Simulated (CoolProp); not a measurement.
Vapour-liquid equilibrium of R22 (1) + R134a (2) at 0.00238 MPa; x and y are mole fractions of (1).

The numbers come from the multi-fluid Helmholtz-energy mixture model, Kamei 1995 and Tillner-Roth 1994; pair parameters Bell 2016 in CoolProp.

Problem. Give the bubble temperature and the first vapour's composition at x = 0.125, 0.425, 0.95. Is there an azeotrope?

Solution. x = 0.125: -88.5 °C, y = 0.353; x = 0.425: -93.3 °C, y = 0.716; x = 0.95: -97.8 °C, y = 0.981. No azeotrope shows between x = 0.05 and 0.95.

The pair parameters rest on a limited set of measurements; away from them the model extrapolates.
